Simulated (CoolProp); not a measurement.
Saturation properties of hydrogen chloride (Tc = 51.5 °C, pc = 83.14 bar, ω = 0.130).

Values from CoolProp's reference Helmholtz-energy equation of state, Thol 2018.

```tsv
T (°C)	p (bar)	vapour density (kg/m³)
-103.05	0.3217	0.8405
-95.25	0.5449	1.369
-87.55	0.8737	2.121
-79.85	1.344	3.162
-72.05	2.004	4.585
-64.35	2.880	6.431
-56.55	4.041	8.841
-48.85	5.509	11.85
-41.15	7.348	15.61
```

It boils at -85.0 °C under 1 atm.
